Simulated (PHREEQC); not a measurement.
**Reverse-osmosis reject: an equilibrium model**

A made-up water analysis in mg/L, 75 °C, pH 6.33, pe -1.7:

```
constituent         mg/L
------------------  ----
Na                  2500
K                   21.5
Ca                   385
Mg                   230
Cl                  3610
S(6) as SO4         2250
Alkalinity as HCO3  4.17
Zn                   111
Fe(2)                 67
Br                   104
```

Valence states are taken as typed.

Computed with PHREEQC (ion-association model, wateq4f.dat).

No solid was allowed to form.

Problem. Predict the ionic strength, charge-balance error.

Solution. ionic strength 0.162 mol/kgw; charge-balance error 1.2 %.

Problem. In which forms is K present?

Solution. K+ 95 %, KSO4- 5.1 % of the K.

Saturation is exceeded, for instance for Zincite(c) (slow to form); the values hold only as long as no solid forms. Constants without temperature data keep their 25 °C values here.
